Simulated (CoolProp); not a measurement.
Vapour-liquid equilibrium of R152A (1) + n-pentane (2) at 27.05 °C; x and y are mole fractions of (1).

The numbers come from the multi-fluid Helmholtz-energy mixture model, Outcalt 1996 and Thol 2019; pair parameters Bell 2016 in CoolProp.

```tsv
x	bubble pressure, mixture model (MPa)	bubble pressure, Raoult's law (MPa)	y, mixture model	y, Raoult's law
0.05	0.1666	0.1017	0.561	0.311
0.15	0.3033	0.1577	0.767	0.603
0.25	0.3907	0.2137	0.827	0.741
0.35	0.4459	0.2696	0.854	0.822
0.45	0.4824	0.3256	0.871	0.875
0.55	0.5095	0.3816	0.884	0.913
0.65	0.5338	0.4376	0.897	0.941
0.75	0.5589	0.4935	0.914	0.963
0.85	0.5870	0.5495	0.937	0.980
0.95	0.6178	0.6055	0.974	0.994
```

The largest gap from Raoult's law is +92.3 % in bubble pressure, at x = 0.15. No azeotrope shows between x = 0.05 and 0.95.

Pair parameters are fitted to limited data, so mixtures are less certain than the pure fluids. With so large a gap from Raoult's law the liquid may split in two, which this calculation doesn't test in full.
